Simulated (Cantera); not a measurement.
Cantera run:

```python
import numpy as np
import cantera as ct

gas_names = """
    AL ALCL ALCL2 ALCL3 ALN ALO ALOCL ALO2 AL2 AL2CL6 AL2O AL2O2 CL CLO CL2 N NO NO2 NO3 N2 N2O O O2 O3
""".split()
cond_names = """
    AL(cr) AL(L) ALCL3(s) ALCL3(L) ALN(s) AL2O3(a) AL2O3(L)
""".split()


# ... load() reads the species with a 1 bar reference pressure and builds the phases ...
atoms = {
    'AlN': {'AL': 1, 'N': 1},
    'Cl2': {'CL': 2},
    'O2': {'O': 2},
    'N2': {'N': 2},
}
top_T = {'ALN(s)': 2750}  # K; cautious upper limits of use, not melting points


# ... equilibrate(T, P, feed) seeds the gas with the atoms and calls Mixture.equilibrate('TP', solver="vcs", rtol=1e-11, max_steps=5000) ...
results = []
feed = {'AlN': 1, 'Cl2': 0.012, 'O2': 0.021, 'N2': 0.0003}  # mol
P = 37000  # Pa
for T in [975, 1025, 1075, 1125, 1175, 1225, 1275, 1325, 1375, 1425, 1475, 1525]:
    mix = equilibrate(T, P, feed)
    results.append((T, P, feed, dict(zip(mix.species_names, mix.species_moles))))
    x = sorted(zip(gas.X, gas.species_names), reverse=True)
    print(f"T = {T:g} K  P = {P:g} Pa  gas = {mix.phase_moles(0):.4g} mol")
    print("   x: " + "  ".join(f"{s} {v:.3e}" for v, s in x if v > 0.0001))
    print("   condensed (mol): " + ("  ".join(f"{mix.phase(i).name} {mix.phase_moles(i):.4g}"
          for i in range(1, mix.n_phases) if mix.phase_moles(i) > 1e-12) or "none"))
```

Result:

```
T = 975 K  P = 37000 Pa  gas = 0.02618 mol
   x: N2 6.990e-01  ALCL3 2.964e-01  AL2CL6 4.613e-03
   condensed (mol): ALN(s) 0.964  AL2O3(a) 0.014
T = 1025 K  P = 37000 Pa  gas = 0.02624 mol
   x: N2 6.975e-01  ALCL3 3.002e-01  AL2CL6 2.368e-03
   condensed (mol): ALN(s) 0.964  AL2O3(a) 0.014
T = 1075 K  P = 37000 Pa  gas = 0.02627 mol
   x: N2 6.967e-01  ALCL3 3.020e-01  AL2CL6 1.285e-03
   condensed (mol): ALN(s) 0.964  AL2O3(a) 0.014
T = 1125 K  P = 37000 Pa  gas = 0.02628 mol
   x: N2 6.963e-01  ALCL3 3.029e-01  AL2CL6 7.354e-04
   condensed (mol): ALN(s) 0.964  AL2O3(a) 0.014
T = 1175 K  P = 37000 Pa  gas = 0.02629 mol
   x: N2 6.961e-01  ALCL3 3.034e-01  AL2CL6 4.420e-04
   condensed (mol): ALN(s) 0.964  AL2O3(a) 0.014
T = 1225 K  P = 37000 Pa  gas = 0.02629 mol
   x: N2 6.960e-01  ALCL3 3.036e-01  AL2CL6 2.775e-04  ALCL2 1.058e-04
   condensed (mol): ALN(s) 0.964  AL2O3(a) 0.014
T = 1275 K  P = 37000 Pa  gas = 0.0263 mol
   x: N2 6.959e-01  ALCL3 3.037e-01  ALCL2 2.366e-04  AL2CL6 1.811e-04
   condensed (mol): ALN(s) 0.964  AL2O3(a) 0.014
T = 1325 K  P = 37000 Pa  gas = 0.0263 mol
   x: N2 6.958e-01  ALCL3 3.036e-01  ALCL2 4.974e-04  AL2CL6 1.223e-04
   condensed (mol): ALN(s) 0.964  AL2O3(a) 0.014
T = 1375 K  P = 37000 Pa  gas = 0.02631 mol
   x: N2 6.957e-01  ALCL3 3.032e-01  ALCL2 9.885e-04
   condensed (mol): ALN(s) 0.964  AL2O3(a) 0.014
T = 1425 K  P = 37000 Pa  gas = 0.02633 mol
   x: N2 6.955e-01  ALCL3 3.025e-01  ALCL2 1.868e-03  ALCL 1.208e-04
   condensed (mol): ALN(s) 0.964  AL2O3(a) 0.014
T = 1475 K  P = 37000 Pa  gas = 0.02635 mol
   x: N2 6.951e-01  ALCL3 3.011e-01  ALCL2 3.373e-03  ALCL 3.233e-04
   condensed (mol): ALN(s) 0.964  AL2O3(a) 0.014
T = 1525 K  P = 37000 Pa  gas = 0.0264 mol
   x: N2 6.945e-01  ALCL3 2.988e-01  ALCL2 5.839e-03  ALCL 8.091e-04
   condensed (mol): ALN(s) 0.9639  AL2O3(a) 0.014
```

Cantera equilibrium calculation (NASA polynomials, part measured and part estimated; ideal gas, pure solids and liquids). Mutual solubility and eutectic melting of coexisting phases are not modelled. The tables' values for AlCl2 are old estimates; treat these amounts as uncertain. Condensed phases not in the tables: AlOCl.
